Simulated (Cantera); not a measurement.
Input: 1 mol C₂H₄, 0.063 mol H₂O, 19 mol N₂, held at 2625 °C and 1000 Pa.

Method: chemical equilibrium by Gibbs-energy minimisation in Cantera with the NASA 1993 tables (ideal gas, pure condensed phases). Candidate condensed phases: C, C₆H₆, C₇H₈, C₈H₁₈, H₂O; 136 gas species. Kinetics and transport are ignored.

Base state: N₂ 0.803, H 0.130, HCN 0.0170, CN 0.0159, H₂ 0.0130, C₃ 0.0101, HNC 0.00296, CO 0.00272 (mole fractions); condensed: C(graphite).

Q: What changes in the equilibrium state with this change: H₂O from 0.063 to 0.25 mol?

A: 
```tsv
species	before	after
N₂	0.803	0.786
H	0.130	0.138
HCN	0.0170	0.0176
CO	0.00272	0.0106
H₂	0.0130	0.0146
C₃	0.0101	0.00971
CN	0.0159	0.0155
C₂H₂ (acetylene)	0.000596	0.000653
C₅	0.000134	0.000126
C₄H₂	1.14e-5	1.21e-5
C₄	2.53e-5	2.40e-5
C(graphite), mol	0.204	0
```
